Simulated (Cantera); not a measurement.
Gas mixture: C₂H₆ = 0.32 (molar parts), at 0.987 atm, frozen composition.

Cantera's kinetic-theory transport with the Lennard-Jones parameters of GRI-Mech 3.0, ideal gas; thermal conductivity in the mixture-averaged form.

D: mixture-averaged diffusion coefficient of that species in the mixture.

| T (K) | ρ (kg/m³) | cp (J/kg/K) | μ (µPa s) | λ (mW/m/K) | Pr | D (cm²/s) H₂O | D (cm²/s) CO₂ | D (cm²/s) H₂ |
|---|---|---|---|---|---|---|---|---|
| 400 | 0.904 | 2167 | … | 35.6 | 0.750 | 0.268 | 0.188 | 0.955 |
| 500 | 0.723 | 2585 | … | 51.7 | 0.750 | 0.415 | 0.286 | 1.40 |
| 600 | 0.603 | 2972 | … | 69.0 | 0.751 | 0.589 | 0.398 | 1.91 |
| 700 | 0.517 | 3308 | … | 86.8 | 0.751 | 0.787 | 0.525 | 2.47 |
| 800 | 0.452 | 3591 | … | 105 | 0.749 | 1.01 | 0.665 | 3.09 |
| 900 | 0.402 | 3837 | 23.8 | 122 | 0.748 | 1.25 | 0.817 | 3.77 |
| 1000 | 0.362 | 4080 | 25.7 | 140 | 0.751 | 1.51 | 0.981 | 4.49 |

What belongs in the gaps?


- 400, μ (µPa s): 12.3
- 500, μ (µPa s): 15.0
- 600, μ (µPa s): 17.4
- 700, μ (µPa s): 19.7
- 800, μ (µPa s): 21.8
